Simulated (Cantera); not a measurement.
# Adiabatic ignition

An adiabatic, constant-pressure homogeneous reactor starts with 3.92 % CH₄, 1.10 % H₂, 16.5 % O₂, 62.0 % N₂, 16.5 % H₂O, equivalence ratio 0.51, at 1600 K and 26.0 bar.

Model: GRI-Mech 3.0 (53 species, 325 reactions), integrated in Cantera. The pressure lies above the range GRI-Mech 3.0 was tuned for (to about 10 atm).

```
t (s)     T (K)   x CH₄      x H₂    x O₂    x CH₂O     x HCN       x O  x CH₂CO
--------  -----  ------  --------  ------  --------  --------  --------  -------
9.00e-6    1622  0.0358    0.0103   0.162   0.00110  1.23e-11   6.31e-6  3.81e-6
1.99e-5    2375  <1e-12   0.00107  0.0818  4.84e-11   3.69e-9  0.000660   <1e-12
4.40e-5    2407  <1e-12  0.000654  0.0800  4.14e-12  4.09e-12  0.000503   <1e-12
9.73e-5    2407  <1e-12  0.000654  0.0799  4.07e-12    <1e-12  0.000502   <1e-12
0.000215   2407  <1e-12  0.000653  0.0798  4.06e-12    <1e-12  0.000501   <1e-12
0.000475   2406  <1e-12  0.000652  0.0797  4.04e-12    <1e-12  0.000498   <1e-12
0.00105    2404  <1e-12  0.000648  0.0792  3.99e-12    <1e-12  0.000493   <1e-12
0.00232    2401  <1e-12  0.000641  0.0784  3.90e-12  1.05e-12  0.000483   <1e-12
0.00514    2396  <1e-12  0.000630  0.0771  3.75e-12  1.24e-12  0.000466   <1e-12
0.0114     2391  <1e-12  0.000618  0.0757  3.60e-12  1.38e-12  0.000448   <1e-12
0.0251     2389  <1e-12  0.000613  0.0752  3.54e-12  1.43e-12  0.000441   <1e-12
0.0555     2388  <1e-12  0.000613  0.0751  3.54e-12  1.43e-12  0.000441   <1e-12
0.123      2388  <1e-12  0.000613  0.0751  3.54e-12  1.43e-12  0.000441   <1e-12
0.271      2388  <1e-12  0.000613  0.0751  3.54e-12  1.43e-12  0.000441   <1e-12
0.600      2388  <1e-12  0.000613  0.0751  3.54e-12  1.43e-12  0.000441   <1e-12
```
x: mole fraction; the columns are a selection and need not sum to one.

| Quantity | Result |
|---|---|
| time of steepest temperature rise | 16.2 µs |
| temperature at 0.600 s | 2388 K |
| equilibrium temperature | 2388 K |
| x(CH₄) at 0.600 s | <1e-12 (gas-phase equilibrium <1e-12) |
| x(H₂) at 0.600 s | 0.000613 (gas-phase equilibrium 0.000613) |
| x(O₂) at 0.600 s | 0.0751 (gas-phase equilibrium 0.0751) |
